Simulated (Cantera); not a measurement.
Cantera run:

```python
import numpy as np
import cantera as ct

gas_names = """
    CO2 O
""".split()
cond_names = """
    C(gr)
""".split()


# ... load() reads the species with a 1 bar reference pressure and builds the phases ...
species = {s.name: s for s in load("nasa_gas.yaml", gas_names) + load("nasa_condensed.yaml", cond_names)}
# Each term lists the table entries of one substance; the one whose range holds T is used.
reactions = {
    'CO2(g) = 2 O(g) + C':
        [(-1, ['CO2']), (2, ['O']), (1, ['C(gr)'])],
}


def pick(names, T):
    return next(species[n] for n in names if species[n].thermo.min_temp <= T <= species[n].thermo.max_temp)


results = []
for label, terms in reactions.items():
    print(label)
    print("     T/K   dH/kJ  dS/(J/K)   dG/kJ   log10 K")
    for T in [1273, 1298, 1323, 1348, 1373, 1398, 1423, 1448, 1473, 1498, 1523]:
        used = [(nu, pick(names, T)) for nu, names in terms]
        dH = sum(nu * s.thermo.h(T) for nu, s in used) / 1e6
        dS = sum(nu * s.thermo.s(T) for nu, s in used) / 1e3
        dG = dH - T * dS / 1e3
        logK = -dG * 1e6 / (ct.gas_constant * T * np.log(10))
        results.append((label, T, dH, dS, dG, logK, [s.name for _, s in used]))
        print(f"{T:8g} {dH:8.1f} {dS:8.1f} {dG:8.1f} {logK:8.2f}")
```

It prints:

```
CO2(g) = 2 O(g) + C
     T/K   dH/kJ  dS/(J/K)   dG/kJ   log10 K
    1273    902.3    130.8    735.8   -30.19
    1298    902.5    131.0    732.5   -29.48
    1323    902.7    131.1    729.2   -28.79
    1348    902.9    131.3    726.0   -28.13
    1373    903.1    131.4    722.7   -27.49
    1398    903.3    131.5    719.4   -26.88
    1423    903.5    131.7    716.1   -26.29
    1448    903.7    131.8    712.8   -25.71
    1473    903.9    131.9    709.5   -25.16
    1498    904.0    132.1    706.2   -24.62
    1523    904.2    132.2    702.9   -24.11
```

Standard-state values (1 bar) from the NASA 1993 polynomials, evaluated with Cantera. Condensed species are held in their standard states even where they would react or evaporate.
